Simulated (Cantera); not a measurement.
# Catalytic stagnation flow on Pt

A jet of H₂ : O₂ : N₂ = 0.024 : 0.18 : 0.79 (molar parts), equivalence ratio 0.067 at 300 K and 15000 Pa hits a platinum plate 6.3 cm away at a mass flux of 0.025 kg/m²/s; the plate temperature is set and raised in steps from an oxygen-covered start.

Cantera simulation using Deutschmann's 1995 Pt surface mechanism with GRI-Mech 3.0 gas chemistry; the numbers are that mechanism's predictions, not measurements. Catalytic surfaces can have several steady states; this one follows from the mechanism file's or the stated starting coverage.

```csv
plate T (K),wall x H₂,wall x O₂,wall x H₂O,wall x OH,θ free Pt,θ O*,θ OH*
700,0.00183,0.158,0.0427,<1e-8,0.0277,0.970,0.00258
750,0.00131,0.157,0.0435,<1e-8,0.0410,0.957,0.00228
800,0.000833,0.157,0.0442,<1e-8,0.0682,0.930,0.00220
850,0.000556,0.156,0.0445,1.32e-8,0.108,0.889,0.00211
900,0.000392,0.156,0.0446,4.03e-8,0.159,0.839,0.00198
```
x: mole fraction at the wall; θ: surface coverage.
